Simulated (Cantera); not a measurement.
Input (Python, Cantera):

```python
import numpy as np
import cantera as ct

gas = ct.Solution("SiF4_NH3_mec.yaml", "gas")
gas.TPX = 1973, 1333, {'NH3': 1, 'H2': 0.94}
reactor = ct.IdealGasConstPressureReactor(gas, energy="off", clone=False)
net = ct.ReactorNet([reactor])
net.rtol, net.atol = 1e-08, 1e-18
show = ['NH3', 'H2', 'N', 'H', 'N2H2', 'NH']
times = np.geomspace(3e-06, 1, 11)

steps = ct.SolutionArray(gas, extra=["t"])
rows = []
print(f"{'t/s':>10s}{'T/K':>9s}{'P/Pa':>11s}" + "".join(f"{s:>11s}" for s in show))
for t in times:
    while net.time < t:
        t_next = net.step()
        steps.append(gas.state, t=t_next)
    rows.append([np.interp(t, steps.t, y) for y in (steps.T, steps.P, *steps(*show).X.T)])
    print(f"{t:10.3e}{rows[-1][0]:9.1f}{rows[-1][1]:11.4g}" + "".join(f"{x:11.3e}" for x in rows[-1][2:]))
rate = np.gradient(steps.T, steps.t)
print("integrator steps:", len(steps.t))
if steps.T.max() > steps.T[0] + 200:
    print(f"time of steepest temperature rise: {steps.t[rate.argmax()]:.4e} s")
gas.TPX = 1973, 1333, {'NH3': 1, 'H2': 0.94}
gas.equilibrate("TP")
print(f"equilibrium (TP): T = {gas.T:.1f} K  " + "  ".join(f"{s} {gas[s].X[0]:.3e}" for s in show))
```

Output:

```
       t/s      T/K       P/Pa        NH3         H2          N          H       N2H2         NH
 3.000e-06   1973.0       1333  5.155e-01  4.845e-01  4.451e-20  1.434e-07  1.279e-15  6.185e-14
 1.070e-05   1973.0       1333  5.155e-01  4.845e-01  1.736e-17  4.102e-07  7.318e-14  2.408e-12
 3.817e-05   1973.0       1333  5.155e-01  4.845e-01  5.037e-15  1.161e-06  3.848e-12  7.899e-11
 1.361e-04   1973.0       1333  5.154e-01  4.845e-01  9.548e-13  3.780e-06  1.403e-10  1.949e-09
 4.856e-04   1973.0       1333  5.154e-01  4.845e-01  8.450e-11  1.311e-05  3.239e-09  3.289e-08
 1.732e-03   1973.0       1333  5.153e-01  4.845e-01  4.528e-09  4.619e-05  5.831e-08  4.465e-07
 6.178e-03   1973.0       1333  5.147e-01  4.846e-01  1.750e-07  1.581e-04  1.075e-06  5.139e-06
 2.204e-02   1973.0       1333  5.104e-01  4.871e-01  1.096e-06  3.044e-04  5.315e-06  1.775e-05
 7.860e-02   1973.0       1333  4.919e-01  4.995e-01  1.143e-06  3.194e-04  5.196e-06  1.800e-05
 2.804e-01   1973.0       1333  4.329e-01  5.391e-01  1.173e-06  3.586e-04  4.343e-06  1.741e-05
 1.000e+00   1973.0       1333  2.862e-01  6.374e-01  1.225e-06  4.813e-04  2.485e-06  1.536e-05
integrator steps: 500
equilibrium (TP): T = 1973.0 K  NH3 8.531e-08  H2 8.202e-01  N 2.156e-09  H 1.065e-02  N2H2 4.641e-15  NH 1.454e-09
```

Computed with Cantera and the gas-phase N/H chemistry of the illustrative SiF4/NH3 mechanism in the Surface Chemkin manual (1991). Walls and surfaces, which speed up NH3 decomposition in real reactors, are not modelled.
